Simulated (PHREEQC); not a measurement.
# Reverse-osmosis permeate

Model water analysis in mmol/kgw, 20 °C, pH 5.77, pe 8:

```tsv
constituent	mmol/kgw
Na	0.301
K	0.077
Ca	0.0529
Mg	0.128
Cl	0.12
S(6)	0.197
Alkalinity (meq/kgw)	0.218
N(5)	0.000334
Li	0.0161
B	0.012
Sr	0.000156
Si	0.00119
```

Cl is adjusted to close the charge balance.
Valence states are taken as typed.

Computed with PHREEQC (ion-association model, phreeqc.dat).

Each row changes one thing in this solution. This is a speciation only: nothing precipitates in the calculation.

```
case                                             CO2 (mol/kgw)  HCO3- (mol/kgw)  Mg+2 (mol/kgw)  MgSO4 (mol/kgw)  CaSO4 (mol/kgw)  MgHCO3+ (mol/kgw)  SI of Quartz (SiO2)
-----------------------------------------------  -------------  ---------------  --------------  ---------------  ---------------  -----------------  -------------------
as made                                               0.000865         0.000219        0.000124          3.65e-6          1.26e-6            2.70e-7                -1.87
all concentrations times 3 at the same typed pH     (withheld)         0.000652        0.000357          2.51e-5          8.72e-6         (withheld)                -1.39
pH from 5.77 to 6.07 at the same alkalinity         (withheld)         0.000218        0.000124          3.65e-6          1.26e-6         (withheld)                -1.87
```

Complete the blanks.


- all concentrations times 3 at the same typed pH, CO2 (mol/kgw): 0.00251
- all concentrations times 3 at the same typed pH, MgHCO3+ (mol/kgw): 2.11e-6
- pH from 5.77 to 6.07 at the same alkalinity, CO2 (mol/kgw): 0.000432
- pH from 5.77 to 6.07 at the same alkalinity, MgHCO3+ (mol/kgw): 2.69e-7

Species that the database lacks are ignored.
